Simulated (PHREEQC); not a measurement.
PHREEQC input (Pitzer model, pitzer.dat):

```
SOLUTION 1
  temp 20
  units mol/kgw
  pH 7 charge
  K 0.076
  S(6) 0.033
  C(4) 0.0099
SOLUTION 2
  temp 20
  units mol/kgw
  pH 7 charge
  S(6) 0.0046
  Na 0.0046
  K 3.7e-05
END
SELECTED_OUTPUT 1
  -reset false
  -pH true
  -pe true
  -ionic_strength true
  -water true
  -totals C K Na S
  -molalities H+ Na+ K+ CO3-2 SO4-2 OH- HCO3- CO2 HSO4-
  -equilibrium_phases Arcanite Burkeite Glaserite Kalicinite Mirabilite Misenite Nahcolite Natron Thenardite Trona
PRINT
  -reset false
MIX 1
  1 1
  2 0
EQUILIBRIUM_PHASES 1
  Arcanite 0 0
  Burkeite 0 0
  Glaserite 0 0
  Kalicinite 0 0
  Mirabilite 0 0
  Misenite 0 0
  Nahcolite 0 0
  Natron 0 0
  Thenardite 0 0
  Trona 0 0
END
# ... the last block is repeated for the other 10 points of share of solution B
```

Selected output (columns that matter, 11 of 11 rows; share of solution B added in front):

```
share of solution B	pH	mu	C	K	Na	S	m_H+	m_Na+	m_K+	m_SO4-2	m_OH-	m_HCO3-	m_CO2
0	8.3298	0.10918	0.0099	0.076	0	0.033	6.5811e-09	0	0.076	0.033	1.877e-06	0.0096421	7.99e-05
0.1	7.5861	0.099051	0.0089099	0.068403	0.00046	0.03016	3.5978e-08	0.00046	0.068403	0.03016	3.3623e-07	0.0084881	0.00039422
0.2	7.1826	0.089055	0.0079199	0.060807	0.00091999	0.02732	8.9813e-08	0.00091999	0.060807	0.02732	1.3174e-07	0.0070696	0.00084143
0.3	6.8992	0.079073	0.0069298	0.05321	0.00138	0.024479	1.6983e-07	0.00138	0.05321	0.024479	6.8015e-08	0.005624	0.0013022
0.4	6.6434	0.069094	0.0059398	0.045613	0.0018399	0.021639	3.01e-07	0.0018399	0.045613	0.021639	3.7379e-08	0.0041723	0.0017661
0.5	6.3628	0.059117	0.0049498	0.038017	0.0022999	0.018799	5.6389e-07	0.0022999	0.038017	0.018799	1.9377e-08	0.0027183	0.002231
0.6	5.9562	0.04914	0.0039598	0.030421	0.0027599	0.015959	1.4094e-06	0.0027599	0.030421	0.015958	7.5006e-09	0.0012642	0.0026955
0.7	3.9554	0.039232	0.0029698	0.022825	0.0032198	0.013119	0.00013796	0.0032198	0.022825	0.01305	7.3768e-11	1.3548e-05	0.0029563
0.8	3.0151	0.029877	0.0019799	0.015229	0.0036799	0.01028	0.0011701	0.0036799	0.015229	0.0097984	8.3296e-12	1.0162e-06	0.0019789
0.9	2.6946	0.020851	0.00098998	0.0076332	0.0041399	0.0074399	0.0023724	0.0041399	0.0076332	0.0067054	3.9056e-12	2.3605e-07	0.00098975
1	2.4734	0.012282	0	3.7e-05	0.0046	0.0046	0.003804	0.0046	3.7e-05	0.003841	2.2884e-12	0	0
```

Species that the database lacks are ignored.
